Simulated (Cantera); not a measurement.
A perfectly stirred reactor is fed with N2O : N2 = 1 : 2 (molar parts), at 1.00 bar; it is held at 1300 K, and followed from long to short residence time.

Model: GRI-Mech 3.0 (53 species, 325 reactions), integrated in Cantera. GRI-Mech 3.0 was tuned for natural gas; its chemistry of N2O as a main component is partial and can be far from experiment. The mechanism lacks the step 2 NO + O2 → 2 NO2, which can matter for NO2 below about 1400 K. The temperature is held fixed by assumption; the heat of reaction is taken as removed at once.

Q: What does this change do: temperature 1300 to 1225 K?

A: 
| quantity | before | after |
|---|---|---|
| x(N2O) at τ = 14.0 s | 0.00989 | 0.0306 |
| x(NO) at τ = 14.0 s | 0.0134 | 0.0140 |
| x(NO2) at τ = 14.0 s | 0.000124 | 0.000150 |
| x(N2) at τ = 14.0 s | 0.845 | 0.833 |
| x(O2) at τ = 14.0 s | 0.132 | 0.123 |
| x(N2O) at τ = 79.0 ms | 0.258 | 0.308 |
| x(NO) at τ = 79.0 ms | 0.00906 | 0.00247 |
| x(NO2) at τ = 79.0 ms | 7.98e-5 | 2.35e-5 |
| x(N2) at τ = 79.0 ms | 0.705 | 0.680 |
| x(O2) at τ = 79.0 ms | 0.0278 | 0.00978 |

Q: What does this change do: N2 2 to 14 parts?

A: 
| quantity | before | after |
|---|---|---|
| x(N2O) at τ = 14.0 s | 0.00989 | 0.00223 |
| x(NO) at τ = 14.0 s | 0.0134 | 0.00301 |
| x(NO2) at τ = 14.0 s | 0.000124 | 2.69e-5 |
| x(N2) at τ = 14.0 s | 0.845 | 0.965 |
| x(O2) at τ = 14.0 s | 0.132 | 0.0296 |
| x(N2O) at τ = 79.0 ms | 0.258 | 0.0529 |
| x(NO) at τ = 79.0 ms | 0.00906 | 0.00186 |
| x(NO2) at τ = 79.0 ms | 7.98e-5 | 1.63e-5 |
| x(N2) at τ = 79.0 ms | 0.705 | 0.939 |
| x(O2) at τ = 79.0 ms | 0.0278 | 0.00570 |
